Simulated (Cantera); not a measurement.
A perfectly stirred reactor is fed with 24.7 % H2, 15.8 % O2, 59.5 % N2, equivalence ratio 0.78, at 1000000 Pa; it is adiabatic with a 450 K inlet, and is followed from long to short residence time, starting on the burning branch (τ in s: 0.31, 0.13, 0.058, 0.025, 0.011, 0.0048, 0.0021, 0.0009, 0.00039, 0.00017, 7.4e-05).

Detailed kinetics in Cantera: GRI-Mech 3.0 (53 species, 325 reactions). The hydrogen kinetics of GRI-Mech 3.0 are dated; newer H2 mechanisms differ, most at raised pressure.

Predict: blow-out, bracketed by the residence times tried; x(H2) at τ = 0.310 s; x(O2) at τ = 0.310 s; x(N2O) at τ = 0.310 s; x(H2O) at τ = 0.310 s; x(HO2) at τ = 0.310 s; x(H2) at τ = 4.80 ms; x(O2) at τ = 4.80 ms; x(N2O) at τ = 4.80 ms; x(H2O) at τ = 4.80 ms; x(HO2) at τ = 4.80 ms.


| Item | Result |
|---|---|
| blow-out, bracketed by the residence times tried | burning at 74.0 µs, the shortest tried |
| x(H2) at τ = 0.310 s | 0.000783 |
| x(O2) at τ = 0.310 s | 0.0364 |
| x(N2O) at τ = 0.310 s | 9.09e-7 |
| x(H2O) at τ = 0.310 s | 0.278 |
| x(HO2) at τ = 0.310 s | 5.80e-6 |
| x(H2) at τ = 4.80 ms | 0.000969 |
| x(O2) at τ = 4.80 ms | 0.0386 |
| x(N2O) at τ = 4.80 ms | 9.81e-7 |
| x(H2O) at τ = 4.80 ms | 0.278 |
| x(HO2) at τ = 4.80 ms | 6.71e-6 |
